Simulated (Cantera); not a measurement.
Charge: 1 mol HF, 1.2 mol H2O, 0.55 mol H2, held at 3048 K and 75.0 Torr.

These are equilibrium values from Cantera (NASA tables, ideal gas, pure condensed phases), not measurements of a reactor. Candidate condensed phases: H2O; 22 gas species. Equilibrium is a limit: real reactors are often held back by kinetics, nucleation or transport.

Base state: HF 0.273, H 0.241, H2 0.174, H2O 0.153, OH 0.0731, O 0.0617, O2 0.0215, F 0.00255 (mole fractions); condensed: gas only.

### Question
What changes in the equilibrium state with this change: HF replaced by NH3?

### Answer
```json
[
 {"species": "H", "before": "0.241", "after": "0.330"},
 {"species": "H2", "before": "0.174", "after": "0.328"},
 {"species": "H2O", "before": "0.153", "after": "0.149"},
 {"species": "HF", "before": "0.273", "after": "0"},
 {"species": "N2", "before": "0", "after": "0.101"},
 {"species": "O2", "before": "0.0215", "after": "0.00568"},
 {"species": "O", "before": "0.0617", "after": "0.0317"},
 {"species": "OH", "before": "0.0731", "after": "0.0516"},
 {"species": "NO", "before": "0", "after": "0.00298"},
 {"species": "F", "before": "0.00255", "after": "0"},
 {"species": "N", "before": "0", "after": "1.90e-5"}
]
```

### Question
What changes in the equilibrium state with this change: H2 from 0.55 to 3.7 mol?

### Answer
| species | before | after |
|---|---|---|
| H2 | 0.174 | 0.362 |
| H | 0.241 | 0.347 |
| HF | 0.273 | 0.133 |
| O2 | 0.0215 | 0.00220 |
| O | 0.0617 | 0.0198 |
| OH | 0.0731 | 0.0338 |
| H2O | 0.153 | 0.102 |
| F | 0.00255 | 0.000858 |
